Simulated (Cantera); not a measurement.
Input: 1 mol SiH4, 0.066 mol Cl2, 890 mol H2, 0.00015 mol HCl, held at 0.100 bar.

These are equilibrium values from Cantera (NASA tables, ideal gas, pure condensed phases), not measurements of a reactor. Candidate condensed phases: Si; 19 gas species. Gases not in the tables: Si2H6 and higher silanes. Rates play no part.

log p: log10 of the partial pressure in bar; n: condensed amount in mol.

```csv
T (K),log p H2,log p H,log p HCl,log p SiH2,n Si(s),n Si(l)
848,-1.00,[?],-4.85,<-13,0.998,0
948,-1.00,[?],-4.83,-11.72,1.000,0
1048,-1.00,[?],-4.83,-10.45,1.000,0
1148,-1.00,[?],-4.83,-9.40,1.000,0
1248,-1.00,[?],-4.83,-8.52,1.000,0
1348,-1.00,[?],-4.83,-7.77,1.000,0
1448,-1.00,[?],-4.83,-7.13,0.999,0
1548,-1.00,[?],-4.83,-6.56,0.997,0
1648,-1.00,[?],-4.83,-6.07,0.989,0
1748,-1.00,[?],-4.83,-5.69,0,0.963
```

Problem. Complete the blanks.

Solution. 
- 848, log p H: -11.22
- 948, log p H: -9.78
- 1048, log p H: -8.61
- 1148, log p H: -7.64
- 1248, log p H: -6.83
- 1348, log p H: -6.14
- 1448, log p H: -5.54
- 1548, log p H: -5.01
- 1648, log p H: -4.55
- 1748, log p H: -4.14
